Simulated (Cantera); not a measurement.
Equilibrium for titanium nitride, carbide and oxide coatings: Ti + C₃H₈ + H₂ + CH₄

Input: 1 mol Ti, 2.9 mol C₃H₈, 160 mol H₂, 5.3 mol CH₄, equilibrated at 1750 K and 1330 Pa.

Equilibrium computed with Cantera from the NASA thermochemical tables; the gas is ideal and each condensed phase is pure. Candidate condensed phases: C, C₆H₆, C₇H₈, C₈H₁₈, Ti, TiC; 77 gas species. TiC: taken at fixed stoichiometry. Equilibrium is a limit: real reactors are often held back by kinetics, nucleation or transport.

```json
{
 "x(H₂)": "0.998",
 "x(H)": "0.00201",
 "x(C₂H₂ (acetylene))": "0.000115",
 "x(CH₄)": "1.21e-5",
 "n(C(graphite))": "13.0 mol",
 "n(TiC(s))": "1.00 mol",
 "gas_amount": "182.4 mol",
 "log10 activity of Ti(β) (absent)": "-4.84"
}
```
